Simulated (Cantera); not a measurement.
An adiabatic, constant-pressure homogeneous reactor starts with H₂ : O₂ : N₂ : H₂O = 1 : 0.617 : 2.32 : 0.76 (molar parts), equivalence ratio 0.81, at 1373 K and 110000 Pa. Integrator tolerance rtol = 1e-08.

Computed with Cantera and the H2/O2 subset of GRI-Mech 3.0, which has no nitrogen chemistry.

What does this change do: initial temperature 1373 to 1750 K?


```
quantity                                                            before                                    after
---------------------------------  ---------------------------------------  ---------------------------------------
time of steepest temperature rise                                  23.7 µs                                  7.30 µs
temperature at 2.00 s                                               2552 K                                   2712 K
equilibrium temperature                                             2552 K                                   2712 K
x(H₂) at 2.00 s                      0.0162 (gas-phase equilibrium 0.0162)    0.0289 (gas-phase equilibrium 0.0289)
x(O₂) at 2.00 s                      0.0299 (gas-phase equilibrium 0.0299)    0.0328 (gas-phase equilibrium 0.0328)
x(H₂O) at 2.00 s                       0.384 (gas-phase equilibrium 0.384)      0.356 (gas-phase equilibrium 0.356)
x(H₂O₂) at 2.00 s                  5.48e-7 (gas-phase equilibrium 5.48e-7)  7.27e-7 (gas-phase equilibrium 7.27e-7)
x(O) at 2.00 s                     0.00309 (gas-phase equilibrium 0.00309)  0.00660 (gas-phase equilibrium 0.00660)
x(H) at 2.00 s                     0.00385 (gas-phase equilibrium 0.00385)  0.00971 (gas-phase equilibrium 0.00971)
x(HO₂) at 2.00 s                   7.59e-6 (gas-phase equilibrium 7.59e-6)  1.14e-5 (gas-phase equilibrium 1.14e-5)
```

What does this change do: N2 2.32 to 6.2 parts?


| quantity | before | after |
|---|---|---|
| time of steepest temperature rise | 23.7 µs | 43.3 µs |
| temperature at 2.00 s | 2552 K | 2150 K |
| equilibrium temperature | 2552 K | 2150 K |
| x(H₂) at 2.00 s | 0.0162 (gas-phase equilibrium 0.0162) | 0.00142 (gas-phase equilibrium 0.00142) |
| x(O₂) at 2.00 s | 0.0299 (gas-phase equilibrium 0.0299) | 0.0144 (gas-phase equilibrium 0.0144) |
| x(H₂O) at 2.00 s | 0.384 (gas-phase equilibrium 0.384) | 0.215 (gas-phase equilibrium 0.215) |
| x(H₂O₂) at 2.00 s | 5.48e-7 (gas-phase equilibrium 5.48e-7) | 7.96e-8 (gas-phase equilibrium 7.96e-8) |
| x(O) at 2.00 s | 0.00309 (gas-phase equilibrium 0.00309) | 0.000225 (gas-phase equilibrium 0.000225) |
| x(H) at 2.00 s | 0.00385 (gas-phase equilibrium 0.00385) | 0.000153 (gas-phase equilibrium 0.000153) |
| x(HO₂) at 2.00 s | 7.59e-6 (gas-phase equilibrium 7.59e-6) | 9.98e-7 (gas-phase equilibrium 9.98e-7) |
